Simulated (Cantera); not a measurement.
A perfectly stirred reactor is fed with 8.15 % CH4, 0.709 % CO, 19.2 % O2, 72.0 % N2, equivalence ratio 0.87, at 1.90 bar; it is adiabatic with a 673 K inlet, and is followed from long to short residence time, starting on the burning branch (τ in s: 0.027, 0.013, 0.0065, 0.0032, 0.0015, 0.00076, 0.00037, 0.00018, 8.9e-05).

Cantera simulation using GRI-Mech 3.0 (53 species, 325 reactions); the numbers are that mechanism's predictions, not measurements.

Predict: blow-out, bracketed by the residence times tried; x(CH4) at τ = 27.0 ms; x(CO) at τ = 27.0 ms; x(O2) at τ = 27.0 ms; x(N2O) at τ = 27.0 ms; x(H2) at τ = 27.0 ms; x(CH4) at τ = 1.50 ms; x(CO) at τ = 1.50 ms; x(O2) at τ = 1.50 ms; x(N2O) at τ = 1.50 ms; x(H2) at τ = 1.50 ms.


* **blow-out, bracketed by the residence times tried**: burning at 89.0 µs, the shortest tried
* **x(CH4) at τ = 27.0 ms**: 3.74e-6
* **x(CO) at τ = 27.0 ms**: 0.00616
* **x(O2) at τ = 27.0 ms**: 0.0263
* **x(N2O) at τ = 27.0 ms**: 4.21e-7
* **x(H2) at τ = 27.0 ms**: 0.00205
* **x(CH4) at τ = 1.50 ms**: 4.05e-5
* **x(CO) at τ = 1.50 ms**: 0.0122
* **x(O2) at τ = 1.50 ms**: 0.0304
* **x(N2O) at τ = 1.50 ms**: 4.05e-7
* **x(H2) at τ = 1.50 ms**: 0.00417
